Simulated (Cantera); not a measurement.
A Cantera script and its output.

```python
import numpy as np
import cantera as ct

gas = ct.Solution("gri30.yaml")
gas.TP = 300, 140000
flame = ct.CounterflowDiffusionFlame(gas, width=0.02)
flame.fuel_inlet.X, flame.fuel_inlet.T = {'CO': 1, 'H2': 0.08, 'CH4': 0.33}, 473
flame.oxidizer_inlet.X, flame.oxidizer_inlet.T = {'O2': 0.18, 'N2': 0.82}, 575
flame.set_refine_criteria(ratio=3, slope=0.12, curve=0.24, prune=0.03)
show = ['OH', 'H', 'NO', 'CO', 'C2H2']

rows = []
print(f"{'mdot':>8s}{'a_max':>10s}{'a_mean':>10s}{'Tmax/K':>9s}" + "".join(f"{s:>11s}" for s in show) + "   (peak mole fractions)")
for i, mdot in enumerate([0.84, 1.1, 1.5, 2, 2.7, 3.7, 4.9, 6.6]):  # kg/m2/s on the oxidiser side
    flame.oxidizer_inlet.mdot, flame.fuel_inlet.mdot = mdot, 1 * mdot
    flame.solve(loglevel=0, auto=(i == 0))
    if flame.T.max() < max(473, 575) + 100:
        print(f"{mdot:8.3g}  no burning solution found from the previous one")
        break
    dT = np.abs(np.gradient(flame.T, flame.grid))
    rows.append([flame.strain_rate("max"), flame.strain_rate("mean"), flame.T.max(),
                 *(flame.X[gas.species_index(s)].max() for s in show), max(dT[0], dT[-1]) / dT.max()])
    print(f"{mdot:8.3g}{rows[-1][0]:10.1f}{rows[-1][1]:10.1f}{rows[-1][2]:9.1f}" + "".join(f"{x:11.3e}" for x in rows[-1][3:-1]))
```

Result:

```
    mdot     a_max    a_mean   Tmax/K         OH          H         NO         CO       C2H2   (peak mole fractions)
    0.84     378.2      99.6   2038.6  5.949e-03  4.205e-03  1.695e-04  7.097e-01  4.208e-03
     1.1     487.7     130.5   2023.1  5.962e-03  4.476e-03  1.561e-04  7.098e-01  4.118e-03
     1.5     654.6     177.9   2004.1  5.918e-03  4.780e-03  1.396e-04  7.099e-01  4.010e-03
       2     860.4     237.2   1984.4  5.826e-03  5.042e-03  1.227e-04  7.100e-01  3.880e-03
     2.7    1145.1     320.2   1962.6  5.681e-03  5.286e-03  1.043e-04  7.100e-01  3.679e-03
     3.7    1547.0     438.8   1938.6  5.489e-03  5.503e-03  8.480e-05  7.099e-01  3.401e-03
     4.9    2022.3     581.2   1912.0  5.215e-03  5.591e-03  6.648e-05  7.099e-01  3.032e-03
     6.6    2684.3     782.8   1877.4  4.815e-03  5.534e-03  4.720e-05  7.100e-01  2.508e-03
```

Model: GRI-Mech 3.0 (53 species, 325 reactions), integrated in Cantera. GRI-Mech 3.0 has no aromatics or soot, which form on the fuel side of real flames. The maximum strain rate includes the flame's own expansion and is several times the mean.
